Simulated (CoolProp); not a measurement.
The numbers come from the reference Helmholtz-energy equation of state, Lemmon 2003 in CoolProp. It is a pseudo-pure fit of the blend.

For R507A, give the phase and the cp (kJ/(kg K)), isothermal compressibility (1/MPa), expansivity (1/kK), viscosity (µPa s) at 375.7 K and 38.1 bar; 403.3 K and 38.1 bar; 458.6 K and 38.1 bar.


- 375.7 K and 38.1 bar: supercritical; cp 1.45, isothermal compressibility 0.416, expansivity 9.42, viscosity 19.9
- 403.3 K and 38.1 bar: supercritical; cp 1.28, isothermal compressibility 0.346, expansivity 5.87, viscosity 19.7
- 458.6 K and 38.1 bar: supercritical; cp 1.23, isothermal compressibility 0.300, expansivity 3.62, viscosity 20.5

Viscosity comes from a separate model (Geller 2000).
